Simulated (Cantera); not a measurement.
An isothermal, constant-pressure homogeneous reactor starts with C2H6 : N2 = 1 : 23 (molar parts), at 2000 K and 100.0 Torr.

Detailed kinetics in Cantera: GRI-Mech 3.0 (53 species, 325 reactions). GRI-Mech 3.0 stops at C3 and has no aromatics, soot or wall deposition, so with more carbon than oxygen in the feed, carbon stays in small species such as C2H2 where larger ones or solid carbon would form.

One state of this run: x C2H6 = 4.19e-5; x C2H = 2.10e-5; x C2H2 = 0.0266; x HCN = 6.31e-5; x C2H4 = 0.00527. x: mole fraction; the columns are a selection and need not sum to one.

Q: Which value of t (s) does it belong to?
(A) 10.0
(B) 9.21e-5
(C) 0.00439
(D) 0.0578

A: B, 9.21e-5
